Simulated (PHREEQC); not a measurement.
Solution (20 °C): 0.00475 mol CaSO4, 0.00014 mol NaF and 0.0031 mol MgSO4 per kg of water. Closed to the air; pH follows from the charge balance.

All values are PHREEQC results (ion-association model, phreeqc.dat), not measurements.

This is a speciation only: nothing precipitates in the calculation.

Problem. Predict the pH.

Solution. pH 7.07.

Problem. In which forms is Ca present?

Solution. Ca+2 76 %, CaSO4 24 % of the Ca.

Saturation is exceeded, for instance for Fluorite; the values hold only as long as no solid forms.
